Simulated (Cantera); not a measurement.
# Thermodynamics of abatement and gas-phase synthesis, feed H₂S + O₂ + H₂O

Charge: 1 mol H₂S, 0.79 mol O₂, 10 mol H₂O, held at 1.90 bar.

Method: chemical equilibrium by Gibbs-energy minimisation in Cantera with the NASA 1993 tables (ideal gas, pure condensed phases). Candidate condensed phases: H₂O, H₂SO₄, S; 34 gas species. Ions and electrons are included (thermal ionisation). The numbers say what is thermodynamically allowed, not how fast it happens.

From 2000 K to 5000 K nothing is condensed.

```
T (K)     x H₂O       x H       x O    x H₂      x OH     x SO₂      x O₂     x SO       x S
-----  --------  --------  --------  ------  --------  --------  --------  -------  --------
2000      0.820  0.000367   8.62e-7  0.0968  0.000311    0.0722   3.15e-6  0.00438   8.91e-5
2250      0.808   0.00175   2.31e-5   0.105   0.00201    0.0738   7.42e-5  0.00692  0.000185
2500      0.792   0.00602  0.000330   0.109   0.00908    0.0721  0.000988  0.00926  0.000300
2750      0.744    0.0172   0.00259   0.120    0.0286    0.0668   0.00646   0.0126  0.000536
3000      0.638    0.0439    0.0116   0.147    0.0634    0.0561    0.0200   0.0180   0.00120
3250      0.480    0.0979    0.0348   0.177     0.105    0.0404    0.0369   0.0242   0.00282
3500      0.302     0.186    0.0784   0.189     0.137    0.0237    0.0481   0.0276   0.00589
3750      0.152     0.301     0.140   0.171     0.139    0.0109    0.0472   0.0256    0.0105
4000     0.0602     0.415     0.205   0.129     0.113   0.00390    0.0361   0.0192    0.0157
4250     0.0199     0.503     0.258  0.0834    0.0771   0.00115    0.0229   0.0122    0.0206
4500    0.00601     0.559     0.292  0.0497    0.0474  0.000306    0.0131  0.00694    0.0241
4750    0.00182     0.592     0.311  0.0290    0.0281   8.04e-5   0.00719  0.00378    0.0262
5000   0.000582     0.610     0.321  0.0171    0.0168   2.22e-5   0.00400  0.00206    0.0274
```
x: gas mole fraction; nothing condenses.
